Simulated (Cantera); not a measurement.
A Cantera script and what it prints.

```python
import numpy as np
import cantera as ct

gas_names = """
    C CH CH2 CH3 CH4 C2 C2H C2H2,acetylene C2H2,vinylidene C2H3,vinyl C2H4 C2H5 C2H6 C3 C3H3,propargyl
    C3H4,allene C3H4,propyne C3H4,cyclo- C3H5,allyl C3H6,propylene C3H6,cyclo- C3H7,n-propyl
    C3H7,i-propyl C3H8 C4 C4H2 C4H4,1,3-cyclo- C4H6,butadiene C4H6,2-butyne C4H6,cyclo- C4H8,1-butene
    C4H8,cis2-buten C4H8,tr2-butene C4H8,isobutene C4H8,cyclo- C4H9,n-butyl C4H9,i-butyl C4H9,s-butyl
    C4H9,t-butyl C4H10,isobutane C4H10,n-butane C5 C5H6,1,3cyclo- C5H8,cyclo- C5H10,1-pentene
    C5H10,cyclo- C5H11,pentyl C5H11,t-pentyl C5H12,n-pentane C5H12,i-pentane CH3C(CH3)2CH3 C6H2
    C6H5,phenyl C6H6 C6H10,cyclo- C6H12,1-hexene C6H12,cyclo- C6H13,n-hexyl C7H7,benzyl C7H8
    C7H14,1-heptene C7H15,n-heptyl C7H16,n-heptane C8H8,styrene C8H10,ethylbenz C8H16,1-octene
    C8H17,n-octyl C8H18,isooctane C8H18,n-octane C9H19,n-nonyl C10H8,naphthale C10H21,n-decyl
    C12H9,o-bipheny C12H10,bipheny H H2 Ti
""".split()
cond_names = """
    C(gr) C6H6(L) C7H8(L) C8H18(L),n-octa Ti(a) Ti(b) Ti(L) TiC(s) TiC(L)
""".split()


def load(file, names, dense=False):
    # The tables refer to 1 bar. Condensed volumes are neglected.
    table = {s.name: s for s in ct.Species.list_from_file(file)}
    out = []
    for n in names:
        d = dict(table[n].input_data)
        d["thermo"] = dict(d["thermo"], **{"reference-pressure": 1e5})
        if dense:
            d["equation-of-state"] = {"model": "constant-volume", "density": "1e6 g/cm^3"}
        out.append(ct.Species.from_dict(d))
    return out


gas = ct.Solution(thermo="ideal-gas", species=load("nasa_gas.yaml", gas_names))
cond = {s.name: ct.Solution(thermo="fixed-stoichiometry", species=[s], name=s.name)
        for s in load("nasa_condensed.yaml", cond_names, dense=True)}
atoms = {
    'TiC': {'Ti': 1, 'C': 1},
    'H2': {'H': 2},
}
top_T = {'C(gr)': 4500}  # K; cautious upper limits of use, not melting points


def equilibrate(T, P, feed):
    n = {}
    for name, mol in feed.items():
        for a, k in atoms[name].items():
            n[a] = n.get(a, 0.0) + k * mol
    gas.TPX = T, P, n
    mass = sum(n.values()) * gas.mean_molecular_weight
    gas.equilibrate("TP")
    valid = [c for c in cond.values() if c.min_temp <= T <= top_T.get(c.name, c.max_temp)]
    mix = ct.Mixture([(gas, mass / gas.mean_molecular_weight)] + [(c, 0.0) for c in valid])
    mix.T, mix.P = T, P
    mix.equilibrate("TP", solver="vcs", rtol=1e-11, max_steps=5000)
    return mix


results = []
feed = {'TiC': 1, 'H2': 4.7}  # mol
P = 1000  # Pa
for T in [2075, 2175, 2275, 2375, 2475, 2575, 2675, 2775, 2875, 2975]:
    mix = equilibrate(T, P, feed)
    results.append((T, P, feed, dict(zip(mix.species_names, mix.species_moles))))

top = {s: max(r[3][s] / sum(r[3][g] for g in gas_names) for r in results) for s in gas_names}
cols = sorted((s for s in top if top[s] > 1e-05), key=lambda s: -top[s])[:9]
seen = [c for c in cond_names if any(r[3].get(c, 0) > 1e-12 for r in results)]
print("log10 of partial pressures in bar; condensed amounts in mol")
print(f"{'T/K':>10s}" + "".join(f"{s[:9]:>10s}" for s in cols + seen))
for T, P, feed, n in results:
    ng = sum(n[g] for g in gas_names)
    print(f"{T:10.4g}" + "".join(f"{np.log10(max(n[s] / ng * P / 1e5, 1e-99)):10.3f}" for s in cols)
          + "".join(f"{n.get(c, 0):10.4g}" for c in seen))
```

Output:

```
log10 of partial pressures in bar; condensed amounts in mol
       T/K        H2         H        Ti        C3 C2H2,acet       C2H         C        C2        CH    TiC(s)
      2075    -2.012    -3.580    -7.206   -13.697    -7.526   -10.716   -11.144   -13.461   -11.536         1
      2175    -2.021    -3.322    -6.632   -12.243    -6.941    -9.733   -10.146   -12.169   -10.686    0.9999
      2275    -2.037    -3.090    -6.110   -10.920    -6.416    -8.842    -9.236   -10.993    -9.915    0.9996
      2375    -2.061    -2.881    -5.634    -9.704    -5.942    -8.027    -8.401    -9.913    -9.213    0.9988
      2475    -2.098    -2.697    -5.201    -8.579    -5.513    -7.279    -7.631    -8.915    -8.571    0.9967
      2575    -2.151    -2.536    -4.806    -7.532    -5.130    -6.592    -6.917    -7.988    -7.985    0.9914
      2675    -2.225    -2.399    -4.444    -6.556    -4.795    -5.964    -6.255    -7.125    -7.454    0.9788
      2775    -2.325    -2.288    -4.106    -5.662    -4.523    -5.403    -5.643    -6.332    -6.979    0.9499
      2875    -2.457    -2.204    -3.775    -4.884    -4.343    -4.936    -5.092    -5.630    -6.575    0.8818
      2975    -2.627    -2.149    -3.434    -4.258    -4.288    -4.590    -4.611    -5.041    -6.254    0.7108
```

These are equilibrium values from Cantera (NASA tables, ideal gas, pure condensed phases), not measurements of a reactor. TiC: taken at fixed stoichiometry.
